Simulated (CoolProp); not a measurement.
Saturation properties of R1123 (Tc = 58.6 °C, pc = 45.49 bar, ω = 0.243).

Model: reference Helmholtz-energy equation of state, Akasaka 2020, in CoolProp.

| T (°C) | p (bar) | vapour density (kg/m³) | enthalpy of vaporisation (kJ/kg) | liquid cp (kJ/(kg K)) |
|---|---|---|---|---|
| -46.05 | 2.089 | 9.658 | 214.3 | [?] |
| -32.85 | [?] | 16.20 | 203.6 | 1.346 |
| -19.55 | [?] | 25.91 | 191.8 | 1.391 |
| -6.35 | 8.966 | 39.75 | 178.8 | 1.451 |
| 6.95 | [?] | 59.58 | 163.7 | 1.538 |
| 20.25 | 18.84 | 88.13 | 145.8 | 1.676 |
| 33.45 | [?] | [?] | 123.6 | [?] |
| 46.75 | 35.17 | 202.8 | 92.46 | 2.664 |

Q: Some entries are withheld; supply them.

A: 
- -46.05, liquid cp (kJ/(kg K)): 1.312
- -32.85, p (bar): 3.599
- -19.55, p (bar): 5.840
- 6.95, p (bar): 13.23
- 33.45, p (bar): 26.01
- 33.45, vapour density (kg/m³): 130.5
- 33.45, liquid cp (kJ/(kg K)): 1.930

It boils at -61.2 °C under 1 atm.
